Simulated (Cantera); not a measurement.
A perfectly stirred reactor is fed with CH₄ : CO₂ : H₂ = 1 : 3.5 : 0.47 (molar parts), at 4050 Torr; it is held at 1550 K, and followed from long to short residence time.

Cantera simulation using GRI-Mech 3.0 (53 species, 325 reactions); the numbers are that mechanism's predictions, not measurements.

x: mole fraction; the columns are a selection and need not sum to one.

| τ (s) | x CH₄ | x CO₂ | x H₂ | x HCO | x CH₃ |
|---|---|---|---|---|---|
| 2.5 | 0.0286 | 0.270 | 0.107 | 1.12e-8 | … |
| 0.51 | 0.0500 | 0.362 | 0.0760 | 6.39e-9 | … |
| 0.10 | 0.104 | 0.504 | 0.0700 | 3.02e-9 | … |
| 0.021 | 0.166 | 0.638 | 0.0853 | 1.25e-9 | 9.68e-5 |
| 0.0043 | 0.193 | 0.690 | 0.0918 | 5.65e-10 | 0.000102 |
| 0.00087 | 0.200 | 0.702 | 0.0938 | 2.84e-10 | … |
| 0.00018 | 0.201 | 0.704 | 0.0944 | 7.30e-11 | … |

Q: Fill in the missing entries.

A: 
- 2.5, x CH₃: 2.27e-5
- 0.51, x CH₃: 4.17e-5
- 0.10, x CH₃: 7.41e-5
- 0.00087, x CH₃: 9.30e-5
- 0.00018, x CH₃: 7.14e-5
